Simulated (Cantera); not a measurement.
A Cantera script and its output.

```python
import numpy as np
import cantera as ct

gas = ct.Solution("gri30.yaml")
gas.TPX = 1775, 87000, {'C2H6': 1, 'N2': 2.4}
inlet = ct.Reservoir(gas, clone=True)

reactor = ct.IdealGasConstPressureReactor(gas, energy="off", clone=False)
exhaust = ct.Reservoir(gas, clone=True)
tau = [11, 2.3, 0.5, 0.11, 0.023, 0.0048, 0.001][0]
for a, b in ((inlet, reactor), (reactor, exhaust)):
    ct.MassFlowController(a, b, mdot=lambda t: reactor.mass / tau)
net = ct.ReactorNet([reactor])
show = ['C2H6', 'C2H2', 'C2H4', 'H2', 'CH2', 'CH3']

rows = []
print(f"{'tau/s':>10s}{'T/K':>9s}" + "".join(f"{s:>11s}" for s in show))
for tau in [11, 2.3, 0.5, 0.11, 0.023, 0.0048, 0.001]:
    net.initial_time = 0.0
    net.advance(30 * tau)
    before = gas.X
    net.advance(40 * tau)
    drift = np.max(np.abs(gas.X - before) / (gas.X + 1e-9))
    rows.append([gas.T, *gas[show].X, drift])
    print(f"{tau:10.3e}{gas.T:9.1f}" + "".join(f"{x:11.3e}" for x in gas[show].X))
```

Result:

```
     tau/s      T/K       C2H6       C2H2       C2H4         H2        CH2        CH3
 1.100e+01   1775.0  1.342e-06  1.817e-01  1.585e-03  3.614e-01  4.171e-08  7.267e-05
 2.300e+00   1775.0  3.580e-06  1.807e-01  1.575e-03  3.578e-01  6.332e-08  1.089e-04
 5.000e-01   1775.0  1.341e-05  1.783e-01  1.582e-03  3.493e-01  1.215e-07  2.007e-04
 1.100e-01   1775.0  5.435e-05  1.741e-01  1.739e-03  3.347e-01  2.628e-07  3.946e-04
 2.300e-02   1775.0  2.229e-04  1.678e-01  2.552e-03  3.146e-01  6.317e-07  7.886e-04
 4.800e-03   1775.0  8.628e-04  1.591e-01  5.476e-03  2.911e-01  1.588e-06  1.553e-03
 1.000e-03   1775.0  3.286e-03  1.435e-01  1.457e-02  2.596e-01  3.926e-06  3.064e-03
```

Computed with Cantera and GRI-Mech 3.0 (53 species, 325 reactions). GRI-Mech 3.0 stops at C3 and has no aromatics, soot or wall deposition, so with more carbon than oxygen in the feed, carbon stays in small species such as C2H2 where larger ones or solid carbon would form.
